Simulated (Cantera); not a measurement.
## Equilibrium for abatement and gas-phase synthesis: S + SO2 + H2

Input: 1 mol S, 0.0052 mol SO2, 0.92 mol H2, equilibrated at 22.5 Torr.

Cantera equilibrium calculation (NASA polynomials, part measured and part estimated; ideal gas, pure solids and liquids). Candidate condensed phases: H2O, H2SO4, S; 19 gas species. Equilibrium is a limit: real reactors are often held back by kinetics, nucleation or transport.

```
T (K)  log p H2  log p S2  log p H2S  log p SH  log p S  log p H  log p H2O  log p SO
-----  --------  --------  ---------  --------  -------  -------  ---------  --------
1575      -1.79     -2.04      -2.40     -3.58    -5.05    -5.28      -3.63     -5.95
1675      -1.77     -2.02      -2.55     -3.42    -4.61    -4.82      -3.65     -5.59
1775      -1.76     -2.02      -2.69     -3.28    -4.23    -4.42      -3.66     -5.28
1875      -1.75     -2.01      -2.83     -3.16    -3.88    -4.06      -3.67     -5.00
1975      -1.75     -2.02      -2.96     -3.05    -3.58    -3.74      -3.69     -4.75
2075      -1.75     -2.03      -3.08     -2.97    -3.31    -3.45      -3.73     -4.54
2175      -1.76     -2.04      -3.20     -2.89    -3.06    -3.19      -3.77     -4.36
2275      -1.77     -2.07      -3.32     -2.84    -2.84    -2.96      -3.83     -4.22
```
log p: log10 of the partial pressure in bar; nothing condenses.

From 1575 K to 2275 K nothing is condensed.
